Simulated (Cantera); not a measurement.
Charge: 1 mol FeS2, 230 mol H2, 0.087 mol H2O, held at 725 °C and 61.0 mbar.

Method: chemical equilibrium by Gibbs-energy minimisation in Cantera with the NASA 1993 tables (ideal gas, pure condensed phases). Candidate condensed phases: Fe, FeO, Fe(OH)2, Fe(OH)3, FeS, FeSO4, FeS2, Fe2O3, Fe2(SO4)3, Fe3O4, H2O, H2SO4, S; 22 gas species. FeS: taken at fixed stoichiometry. The numbers say what is thermodynamically allowed, not how fast it happens.

What is the equilibrium state?


```
Item                                      Result
-------------------------------------  ---------
x(H2)                                      0.995
x(H2S)                                   0.00435
x(H2O)                                  0.000378
n(FeS(s))                               1.00 mol
gas amount                             230.1 mol
log10 activity of Fe(α) (absent)           -0.60
log10 activity of S(l) (absent)            -4.86
log10 activity of Fe(OH)2(s) (absent)     -12.75
```
